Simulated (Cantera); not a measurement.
What does this Cantera script print?

```python
import numpy as np
import cantera as ct

gas_names = """
    H H2 N NH NH2 NH3 N2 N2H2 N2H4 Si SiH SiH2 SiH3 SiH4 SiN Si2 Si2N Si3
""".split()
cond_names = """
    Si(cr) Si(L) Si3N4(a)
""".split()


# ... load() reads the species with a 1 bar reference pressure and builds the phases ...
atoms = {
    'SiH4': {'Si': 1, 'H': 4},
    'N2': {'N': 2},
}
top_T = {'Si3N4(a)': 2400}  # K; cautious upper limits of use, not melting points


# ... equilibrate(T, P, feed) seeds the gas with the atoms and calls Mixture.equilibrate('TP', solver="vcs", rtol=1e-11, max_steps=5000) ...
results = []
feed = {'SiH4': 1, 'N2': 2}  # mol
P = 36000  # Pa
for T in [923, 1023, 1123, 1223, 1323, 1423, 1523, 1623, 1723, 1823, 1923, 2023, 2123]:
    mix = equilibrate(T, P, feed)
    results.append((T, P, feed, dict(zip(mix.species_names, mix.species_moles))))

top = {s: max(r[3][s] / sum(r[3][g] for g in gas_names) for r in results) for s in gas_names}
cols = sorted((s for s in top if top[s] > 0.001), key=lambda s: -top[s])[:7]
seen = [c for c in cond_names if any(r[3].get(c, 0) > 1e-12 for r in results)]
print("log10 of partial pressures in bar; condensed amounts in mol")
print(f"{'T/K':>10s}" + "".join(f"{s[:9]:>10s}" for s in cols + seen))
for T, P, feed, n in results:
    ng = sum(n[g] for g in gas_names)
    print(f"{T:10.4g}" + "".join(f"{np.log10(max(n[s] / ng * P / 1e5, 1e-99)):10.3f}" for s in cols)
          + "".join(f"{n.get(c, 0):10.4g}" for c in seen))
```

It prints:

```
log10 of partial pressures in bar; condensed amounts in mol
       T/K        H2        N2         H     Si(L)  Si3N4(a)
       923    -0.666    -0.842    -9.944         0    0.3333
      1023    -0.666    -0.842    -8.716         0    0.3333
      1123    -0.666    -0.842    -7.704         0    0.3333
      1223    -0.666    -0.842    -6.855         0    0.3333
      1323    -0.666    -0.842    -6.133         0    0.3333
      1423    -0.666    -0.842    -5.510         0    0.3333
      1523    -0.666    -0.842    -4.969         0    0.3333
      1623    -0.666    -0.842    -4.493         0    0.3333
      1723    -0.666    -0.842    -4.072         0    0.3333
      1823    -0.666    -0.842    -3.696         0    0.3333
      1923    -0.666    -0.842    -3.359         0    0.3333
      2023    -0.746    -0.745    -3.095    0.9987         0
      2123    -0.748    -0.746    -2.819    0.9967         0
```

Method: chemical equilibrium by Gibbs-energy minimisation in Cantera with the NASA 1993 tables (ideal gas, pure condensed phases). N2 is the only nitrogen source here; it is nearly inert below about 1500 K, so the nitride shown seldom forms there in practice. The tables' values for SiN are old estimates; treat these amounts as uncertain. Gases not in the tables: Si2H6 and higher silanes.
